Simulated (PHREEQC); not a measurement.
1 kg of water meets 20 L of dry gas (CO2 0.8, CH4 0.2 by moles) at fixed total pressure, at 100 °C; fugacities by Peng-Robinson. The gases take part in no redox reaction, some water evaporates into the gas, and hydrates or a liquid gas phase aren't modelled. No solid was allowed to form.

Computed with PHREEQC (ion-association model, phreeqc.dat).

| P (atm) | dissolved CO2 (all carbonate carbon) (mol/kgw) | φ of CO2 | p of CO2 (atm) | dissolved CH4 (mol/kgw) | φ of CH4 |
|---|---|---|---|---|---|
| 2 | 0.00837 | 0.996 | 0.795 | 0.000199 | 1.003 |
| 5 | ? | 0.987 | 3.18 | 0.000791 | 0.999 |
| 10 | 0.0732 | 0.973 | 7.14 | 0.00176 | 0.995 |
| 20 | 0.151 | 0.947 | 15.1 | 0.00366 | 0.988 |
| 30 | 0.223 | 0.922 | 23.0 | 0.00548 | 0.981 |
| 40 | 0.292 | ? | 30.9 | 0.00725 | ? |
| 50 | 0.356 | ? | 38.9 | 0.00896 | 0.970 |
| 75 | ? | 0.818 | 58.7 | 0.0130 | 0.960 |
| 100 | 0.615 | 0.766 | 78.5 | 0.0168 | 0.954 |
| 150 | 0.786 | 0.678 | 118 | 0.0239 | 0.954 |
| 200 | 0.899 | 0.609 | 157 | 0.0304 | 0.958 |
| 300 | 1.05 | 0.525 | 236 | 0.0413 | 0.966 |
| 400 | 1.15 | 0.482 | 315 | 0.0502 | 0.977 |

Task: Fill in the missing entries.

Result: 
- 5, dissolved CO2 (all carbonate carbon) (mol/kgw): 0.0330
- 40, φ of CO2: 0.898
- 40, φ of CH4: 0.975
- 50, φ of CO2: 0.874
- 75, dissolved CO2 (all carbonate carbon) (mol/kgw): 0.498

Away from 25 °C the constants follow the database's enthalpies or fits; those with neither stay at their 25 °C values.
